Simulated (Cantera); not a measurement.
Feed: 1 mol SiCl4, 0.092 mol C2H4, 7.1 mol H2, equilibrated at 2073.15 K and 0.0133 bar.

Equilibrium computed with Cantera from the NASA thermochemical tables; the gas is ideal and each condensed phase is pure. Candidate condensed phases: C, C6H6, C7H8, C8H18, Si, SiC; 109 gas species. The tables' values for SiCl, SiCl3 are old estimates; treat these amounts as uncertain. Gases not in the tables: Si2H6 and higher silanes. The numbers say what is thermodynamically allowed, not how fast it happens.

Base state: H2 0.637, HCl 0.253, SiCl2 0.0809, H 0.0182, Cl 0.00534, Si 0.00273, SiCl 0.00212, SiCl3 0.000532 (mole fractions); condensed: SiC(s).

Task: What changes in the equilibrium state with this change: temperature from 2073.15 K to 2150 K?

Result: 
```
species             before     after
----------------  --------  --------
H2                   0.637     0.621
HCl                  0.253     0.255
SiCl2               0.0809    0.0753
H                   0.0182    0.0288
SiC2               5.99e-6   3.18e-5
Si2C              0.000101  0.000293
C2H2 (acetylene)   2.98e-5   8.12e-5
SiC(s), mol          0.182     0.179
```
